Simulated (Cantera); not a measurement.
# Abatement and gas-phase synthesis: N2O + H2 + N2 + SO2

A closed system holds: 1 mol N2O, 3.5 mol H2, 7.8 mol N2, 0.0048 mol SO2, at 0.100 bar.

Method: chemical equilibrium by Gibbs-energy minimisation in Cantera with the NASA 1993 tables (ideal gas, pure condensed phases). Candidate condensed phases: H2O, H2SO4, S; 35 gas species. Equilibrium is a limit: real reactors are often held back by kinetics, nucleation or transport.

From 848 K to 2798 K nothing is condensed.

| T (K) | x N2 | x H2 | x H | x H2O | x OH | x O | x NO | x O2 |
|---|---|---|---|---|---|---|---|---|
| 848 | 0.715 | 0.202 | 2.71e-11 | 0.0821 | <1e-12 | <1e-12 | <1e-12 | <1e-12 |
| 998 | 0.715 | 0.202 | 3.06e-9 | 0.0821 | 2.71e-12 | <1e-12 | <1e-12 | <1e-12 |
| 1148 | 0.715 | 0.202 | 1.02e-7 | 0.0821 | 2.47e-10 | <1e-12 | 1.42e-12 | <1e-12 |
| 1298 | 0.715 | 0.202 | 1.52e-6 | 0.0821 | 8.01e-9 | <1e-12 | 8.74e-11 | <1e-12 |
| 1448 | 0.715 | 0.202 | 1.31e-5 | 0.0821 | 1.27e-7 | 7.29e-12 | 2.31e-9 | 1.40e-12 |
| 1598 | 0.715 | 0.202 | 7.57e-5 | 0.0821 | 1.20e-6 | 3.73e-10 | 3.32e-8 | 6.92e-11 |
| 1748 | 0.715 | 0.202 | 0.000325 | 0.0820 | 7.69e-6 | 9.74e-9 | 3.02e-7 | 1.76e-9 |
| 1898 | 0.715 | 0.202 | 0.00111 | 0.0819 | 3.69e-5 | 1.52e-7 | 1.95e-6 | 2.70e-8 |
| 2048 | 0.714 | 0.201 | 0.00317 | 0.0816 | 0.000140 | 1.60e-6 | 9.57e-6 | 2.79e-7 |
| 2198 | 0.712 | 0.198 | 0.00784 | 0.0809 | 0.000446 | 1.23e-5 | 3.80e-5 | 2.12e-6 |
| 2348 | 0.708 | 0.193 | 0.0172 | 0.0795 | 0.00122 | 7.31e-5 | 0.000127 | 1.25e-5 |
| 2498 | 0.701 | 0.184 | 0.0338 | 0.0765 | 0.00290 | 0.000351 | 0.000365 | 5.98e-5 |
| 2648 | 0.689 | 0.171 | 0.0608 | 0.0700 | 0.00606 | 0.00138 | 0.000910 | 0.000230 |
| 2798 | 0.670 | 0.153 | 0.100 | 0.0583 | 0.0107 | 0.00443 | 0.00192 | 0.000678 |
x: gas mole fraction; nothing condenses.
